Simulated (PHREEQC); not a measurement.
Make-up at 25 °C: 0.69 mol HNO3 per kg of water. Closed to the air; pH follows from the charge balance.

The numbers come from PHREEQC with the ion-association model, phreeqc.dat.

Precipitation was switched off in this run.

**Question.** Estimate the pH.

**Answer.** pH 0.28.
